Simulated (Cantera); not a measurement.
Charge: 1 mol SiCl4, 0.58 mol C2H2, 1.9 mol H2, held at 2025 K and 0.133 bar.

These are equilibrium values from Cantera (NASA tables, ideal gas, pure condensed phases), not measurements of a reactor. The tables' values for SiCl3, SiCl are old estimates; treat these amounts as uncertain. Equilibrium is a limit: real reactors are often held back by kinetics, nucleation or transport.

| species | before | after |
|---|---|---|
| HCl | 0.549 | 0.423 |
| H2 | 0.279 | 0.302 |
| SiCl2 | 0.151 | 0.193 |
| H | 0.00279 | 0.0303 |
| Cl | 0.00407 | 0.0301 |
| SiCl3 | 0.0121 | 0.00347 |
| Si2 | 1.73e-8 | 2.72e-5 |
| SiC2 | 1.22e-6 | 0.00116 |
| Si2C | 7.98e-7 | 0.000648 |
| C2H | 5.13e-8 | 1.70e-5 |
| Si | 2.62e-5 | 0.00517 |
| SiH | 3.24e-6 | 0.000296 |
| C(graphite), mol | 0.892 | 1.11 |
| SiC(s), mol | 0.266 | 0.0107 |
Gas species are given as mole fractions.

### Question
What was changed between the two runs?
A) pressure from 0.133 bar to 1.33 mbar
B) SiCl4 replaced by (CH3)2SiCl2
C) pressure from 0.133 bar to 10.0 mbar
D) temperature from 2025 K to 2450 K

### Answer
D, temperature from 2025 K to 2450 K. The tables' values for SiCl, SiCl3 are old estimates; treat these amounts as uncertain. Gases not in the tables: Si2H6 and higher silanes
